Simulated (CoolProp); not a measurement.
A Linde-Hampson liquefier for CF4 (R14): isothermal reversible compression at 320 K from 1 atm to 10 MPa, throttling to 1 atm, return gas leaving the recuperator 2 K below the feed. Each further row changes one setting.

Model: reference Helmholtz-energy equation of state, Platzer 1990, in CoolProp. This equation is an older, rougher fit; its heat capacities, sound speeds and derivatives of the liquid may be far off and weren't checked against measurements.

```csv
case,liquid yield per pass,compression work (kJ/kg of gas)
as stated,0.139,131
high pressure 20 MPa,?,?
warm-end temperature 350 K,0.101,?
warm-end gap 7 K,?,131
```

Fill in the missing entries.


- high pressure 20 MPa, liquid yield per pass: 0.222
- high pressure 20 MPa, compression work (kJ/kg of gas): 148
- warm-end temperature 350 K, compression work (kJ/kg of gas): 146
- warm-end gap 7 K, liquid yield per pass: 0.126
